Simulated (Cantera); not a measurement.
Input: 1 mol Si3N4, 0.34 mol CO2, 3.8 mol H2, at 1400 Pa.

Cantera equilibrium calculation (NASA polynomials, part measured and part estimated; ideal gas, pure solids and liquids). Candidate condensed phases: C, C6H6, C7H8, C8H18, H2O, Si, SiC, SiO2, Si2N2O, Si3N4; 151 gas species. Mutual solubility and eutectic melting of coexisting phases are not modelled. Gases not in the tables: Si2H6 and higher silanes. Equilibrium is a limit: real reactors are often held back by kinetics, nucleation or transport.

**Question.** What share of the Si ends up in condensed phases as a function of T (°C), at 1375, 1425, 1475, 1525, 1575, 1625, 1675, 1725, 1775, 1825, 1875, 1925, 1975?

**Answer.** 
| T (°C) | Si condensed (%) | as |
|---|---|---|
| 1375 | 99.8 | SiC(s) + Si2N2O(s) + Si3N4(s) |
| 1425 | 99.4 | Si(l) + SiC(s) + Si2N2O(s) + Si3N4(s) |
| 1475 | 98.2 | Si(l) + SiC(s) + Si2N2O(s) + Si3N4(s) |
| 1525 | 90.6 | Si(l) + SiC(s) + Si2N2O(s) |
| 1575 | 80.0 | Si(l) + SiC(s) |
| 1625 | 80.7 | Si(l) + SiC(s) |
| 1675 | 81.4 | Si(l) + SiC(s) |
| 1725 | 82.0 | Si(l) + SiC(s) |
| 1775 | 82.5 | Si(l) + SiC(s) |
| 1825 | 82.6 | Si(l) + SiC(s) |
| 1875 | 82.0 | Si(l) + SiC(s) |
| 1925 | 80.2 | Si(l) + SiC(s) |
| 1975 | 75.8 | Si(l) |
